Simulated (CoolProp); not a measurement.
Model: reference Helmholtz-energy equation of state, Colonna 2008, in CoolProp. It is a short technical equation, of lower accuracy than the large ones.

Question: Give the vapour pressure (kPa), liquid density (kg/m³), enthalpy of vaporisation (kJ/kg), liquid cp (kJ/(kg K)) of saturated dodecamethylcyclohexasiloxane (D6) at 508, 562.6, 589.9 K.

Answer: 
| T (K) | p (kPa) | liquid density (kg/m³) | enthalpy of vaporisation (kJ/kg) | liquid cp (kJ/(kg K)) |
|---|---|---|---|---|
| 508 | 80.5 | 719 | 102 | 2.00 |
| 562.6 | 249 | 633 | 83.6 | 2.14 |
| 589.9 | 401 | 577 | 71.2 | 2.25 |
